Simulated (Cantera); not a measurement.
Thermodynamics of carbothermic reduction, feed CuO + CO

Input: 1 mol CuO, 12 mol CO, held at 2548 K and 0.590 bar.

Method: chemical equilibrium by Gibbs-energy minimisation in Cantera with the NASA 1993 tables (ideal gas, pure condensed phases). Candidate condensed phases: C, Cu, CuO, Cu2O; 15 gas species. Rates play no part.

| Item | Value |
|---|---|
| x(CO) | 0.846 |
| x(CO2) | 0.0767 |
| x(Cu) | 0.0764 |
| x(Cu2) | 0.000258 |
| x(O) | 0.000133 |
| x(O2) | 3.11e-5 |
| x(CuO) | 2.29e-5 |
| gas amount | 13.00 mol |
| log10 activity of Cu(l) (absent) | -0.70 |
| log10 activity of C(graphite) (absent) | -4.73 |
